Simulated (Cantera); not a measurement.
An isothermal, constant-pressure homogeneous reactor starts with 75.8 % NH3, 24.2 % N2, at 2200 K and 0.0430 bar.

Computed with Cantera and the gas-phase N/H chemistry of the illustrative SiF4/NH3 mechanism in the Surface Chemkin manual (1991). Walls and surfaces, which speed up NH3 decomposition in real reactors, are not modelled.

x: mole fraction; the columns are a selection and need not sum to one.

```json
[
 {"t (s)": "6.00e-6", "x NH3": "0.758", "x NH2": "2.76e-5", "x N": "<1e-12", "x NH": "1.40e-9", "x N2": "0.242", "x H": "2.31e-6", "x N2H4": "2.81e-12"},
 {"t (s)": "2.35e-5", "x NH3": "0.757", "x NH2": "0.000115", "x N": "1.21e-11", "x NH": "3.15e-8", "x N2": "0.242", "x H": "2.32e-6", "x N2H4": "5.73e-11"},
 {"t (s)": "9.21e-5", "x NH3": "0.757", "x NH2": "0.000454", "x N": "1.04e-9", "x NH": "7.78e-7", "x N2": "0.242", "x H": "2.39e-6", "x N2H4": "9.32e-10"},
 {"t (s)": "0.000361", "x NH3": "0.755", "x NH2": "0.00169", "x N": "2.98e-8", "x NH": "1.09e-5", "x N2": "0.242", "x H": "3.93e-6", "x N2H4": "1.31e-8"},
 {"t (s)": "0.00141", "x NH3": "0.745", "x NH2": "0.00344", "x N": "2.41e-7", "x NH": "3.38e-5", "x N2": "0.243", "x H": "1.90e-5", "x N2H4": "5.43e-8"},
 {"t (s)": "0.00553", "x NH3": "0.703", "x NH2": "0.00312", "x N": "1.01e-6", "x NH": "4.36e-5", "x N2": "0.249", "x H": "6.97e-5", "x N2H4": "4.47e-8"},
 {"t (s)": "0.0217", "x NH3": "?", "x NH2": "?", "x N": "?", "x NH": "?", "x N2": "?", "x H": "?", "x N2H4": "?"},
 {"t (s)": "0.0849", "x NH3": "0.274", "x NH2": "0.00137", "x N": "4.10e-6", "x NH": "4.85e-5", "x N2": "0.313", "x H": "0.000673", "x N2H4": "8.64e-9"},
 {"t (s)": "0.333", "x NH3": "?", "x NH2": "?", "x N": "?", "x NH": "?", "x N2": "0.349", "x H": "?", "x N2H4": "4.24e-10"},
 {"t (s)": "1.30", "x NH3": "5.54e-6", "x NH2": "5.26e-7", "x N": "7.33e-7", "x NH": "4.03e-7", "x N2": "0.350", "x H": "0.0193", "x N2H4": "<1e-12"},
 {"t (s)": "5.11", "x NH3": "3.26e-7", "x NH2": "3.48e-8", "x N": "6.12e-8", "x NH": "2.99e-8", "x N2": "0.350", "x H": "0.0217", "x N2H4": "<1e-12"},
 {"t (s)": "20.0", "x NH3": "1.89e-7", "x NH2": "2.02e-8", "x N": "3.55e-8", "x NH": "1.74e-8", "x N2": "0.350", "x H": "0.0217", "x N2H4": "<1e-12"}
]
```

Problem. Some entries are withheld; supply them.

Solution. 
- 0.0217, x NH3: 0.567
- 0.0217, x NH2: 0.00240
- 0.0217, x N: 2.69e-6
- 0.0217, x NH: 5.30e-5
- 0.0217, x N2: 0.270
- 0.0217, x H: 0.000227
- 0.0217, x N2H4: 2.64e-8
- 0.333, x NH3: 0.0303
- 0.333, x NH2: 0.000305
- 0.333, x N: 4.55e-6
- 0.333, x NH: 2.41e-5
- 0.333, x H: 0.00201
